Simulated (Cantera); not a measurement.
An adiabatic, constant-volume homogeneous reactor starts with H2 : O2 : N2 = 1 : 0.694 : 4.72 (molar parts), at 1175 K and 100000 Pa.

Cantera simulation using the H2/O2 subset of GRI-Mech 3.0, which has no nitrogen chemistry; the numbers are that mechanism's predictions, not measurements.

Predict: time of steepest temperature rise; temperature at 2.00 s; equilibrium temperature; x(H2) at 2.00 s; x(O2) at 2.00 s; x(O) at 2.00 s; x(H) at 2.00 s; x(H2O2) at 2.00 s; x(HO2) at 2.00 s.


```json
{
 "time_of_steepest_temperature_rise": "79.2 µs",
 "temperature at 2.00 s": "2469 K",
 "equilibrium_temperature": "2469 K",
 "x(H2) at 2.00 s": "0.00331 (gas-phase equilibrium 0.00331)",
 "x(O2) at 2.00 s": "0.0315 (gas-phase equilibrium 0.0315)",
 "x(O) at 2.00 s": "0.00159 (gas-phase equilibrium 0.00159)",
 "x(H) at 2.00 s": "0.000909 (gas-phase equilibrium 0.000909)",
 "x(H2O2) at 2.00 s": "2.61e-7 (gas-phase equilibrium 2.61e-7)",
 "x(HO2) at 2.00 s": "4.74e-6 (gas-phase equilibrium 4.74e-6)"
}
```
